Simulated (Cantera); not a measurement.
What does this Cantera script print?

```python
import numpy as np
import cantera as ct

gas_names = """
    Cu CuF CuF2 Cu2 F F2
""".split()
cond_names = """
    Cu(cr) Cu(L) CuF2(s) CuF2(L)
""".split()


# ... load() reads the species with a 1 bar reference pressure and builds the phases ...
atoms = {
    'Cu': {'Cu': 1},
    'F2': {'F': 2},
}
top_T = {}  # K; cautious upper limits of use, not melting points


# ... equilibrate(T, P, feed) seeds the gas with the atoms and calls Mixture.equilibrate('TP', solver="vcs", rtol=1e-11, max_steps=5000) ...
results = []
feed = {'Cu': 1, 'F2': 4.5}  # mol
T = 1148  # K
P = 10000  # Pa
mix = equilibrate(T, P, feed)
results.append((T, P, feed, dict(zip(mix.species_names, mix.species_moles))))
print(gas.report(threshold=0.0001))
for i in range(1, mix.n_phases):
    print(f"{mix.phase(i).name:16s} {mix.phase_moles(i):12.5e} mol")
```

Result:

```
       temperature   1148 K
          pressure   10000 Pa
           density   0.027124 kg/m^3
  mean mol. weight   25.89 kg/kmol
   phase of matter   gas

                          1 kg             1 kmol
                     ---------------   ---------------
          enthalpy        2.8266e+06         7.318e+07  J
   internal energy        2.4579e+06        6.3635e+07  J
           entropy              9067        2.3474e+05  J/K
    Gibbs function       -7.5823e+06       -1.9631e+08  J
 heat capacity c_p            1040.7             26944  J/K
 heat capacity c_v            719.58             18630  J/K

                      mass frac. Y      mole frac. X     chem. pot. / RT
                     ---------------   ---------------   ---------------
              CuF2          0.018632         0.0047504           -71.591
                 F           0.47929           0.65314           -15.124
                F2           0.50208            0.3421           -30.248
     [   +3 minor]        3.2235e-10        1.0111e-10

Cu(cr)            0.00000e+00 mol
CuF2(L)           9.75135e-01 mol
```

Method: chemical equilibrium by Gibbs-energy minimisation in Cantera with the NASA 1993 tables (ideal gas, pure condensed phases).
